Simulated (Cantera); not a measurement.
What does this Cantera script print?

```python
import numpy as np
import cantera as ct

gas_names = """
    H HNO HNO2 HNO3 HO2 H2 H2O H2O2 N NH NH2 NH3 NH2OH NO NO2 NO3 N2 N2H2 N2H4 N2O O OH O2 O3 V VN VO
    VO2
""".split()
cond_names = """
    H2O(s) H2O(L) V(cr) V(L) VN(s) VO(s) VO(L) V2O3(s) V2O3(L) V2O4(I) V2O4(II) V2O4(L) V2O5(s) V2O5(L)
""".split()


def load(file, names, dense=False):
    # The tables refer to 1 bar. Condensed volumes are neglected.
    table = {s.name: s for s in ct.Species.list_from_file(file)}
    out = []
    for n in names:
        d = dict(table[n].input_data)
        d["thermo"] = dict(d["thermo"], **{"reference-pressure": 1e5})
        if dense:
            d["equation-of-state"] = {"model": "constant-volume", "density": "1e6 g/cm^3"}
        out.append(ct.Species.from_dict(d))
    return out


gas = ct.Solution(thermo="ideal-gas", species=load("nasa_gas.yaml", gas_names))
cond = {s.name: ct.Solution(thermo="fixed-stoichiometry", species=[s], name=s.name)
        for s in load("nasa_condensed.yaml", cond_names, dense=True)}
atoms = {
    'V2O5': {'V': 2, 'O': 5},
    'H2': {'H': 2},
    'N2': {'N': 2},
}
top_T = {'VN(s)': 2300}  # K; cautious upper limits of use, not melting points


def equilibrate(T, P, feed):
    n = {}
    for name, mol in feed.items():
        for a, k in atoms[name].items():
            n[a] = n.get(a, 0.0) + k * mol
    gas.TPX = T, P, n
    mass = sum(n.values()) * gas.mean_molecular_weight
    gas.equilibrate("TP")
    valid = [c for c in cond.values() if c.min_temp <= T <= top_T.get(c.name, c.max_temp)]
    mix = ct.Mixture([(gas, mass / gas.mean_molecular_weight)] + [(c, 0.0) for c in valid])
    mix.T, mix.P = T, P
    mix.equilibrate("TP", solver="vcs", rtol=1e-11, max_steps=5000)
    return mix


results = []
T = 1500  # K
P = 120  # Pa
for m in [3.6, 16, 29, 42, 55, 68, 81, 93]:
    feed = {'V2O5': 1, 'H2': 0.91, 'N2': m}  # mol
    mix = equilibrate(T, P, feed)
    results.append((T, P, feed, dict(zip(mix.species_names, mix.species_moles))))

top = {s: max(r[3][s] / sum(r[3][g] for g in gas_names) for r in results) for s in gas_names}
cols = sorted((s for s in top if top[s] > 1e-05), key=lambda s: -top[s])[:6]
seen = [c for c in cond_names if any(r[3].get(c, 0) > 1e-12 for r in results)]
print("log10 of partial pressures in bar; condensed amounts in mol")
print(f"{'n(N2)':>10s}" + "".join(f"{s[:9]:>10s}" for s in cols + seen))
for T, P, feed, n in results:
    ng = sum(n[g] for g in gas_names)
    print(f"{feed['N2']:10.4g}" + "".join(f"{np.log10(max(n[s] / ng * P / 1e5, 1e-99)):10.3f}" for s in cols)
          + "".join(f"{n.get(c, 0):10.4g}" for c in seen))
```

Output:

```
log10 of partial pressures in bar; condensed amounts in mol
     n(N2)        N2       H2O        O2        OH        NO        H2  V2O4(II)
       3.6    -3.023    -3.621    -4.933    -6.481    -6.500    -6.878    0.9998
        16    -2.946    -4.192    -5.509    -6.910    -6.749    -7.161    0.9993
        29    -2.935    -4.439    -5.760    -7.097    -6.869    -7.283    0.9988
        42    -2.931    -4.596    -5.919    -7.215    -6.946    -7.360    0.9983
        55    -2.928    -4.711    -6.036    -7.302    -7.004    -7.416    0.9978
        68    -2.927    -4.802    -6.128    -7.370    -7.049    -7.461    0.9973
        81    -2.926    -4.877    -6.205    -7.427    -7.087    -7.498    0.9968
        93    -2.925    -4.937    -6.266    -7.472    -7.117    -7.527    0.9963
```

Cantera equilibrium calculation (NASA polynomials, part measured and part estimated; ideal gas, pure solids and liquids). Condensed phases not in the tables: the oxides between V2O3 and V2O5 other than VO2.
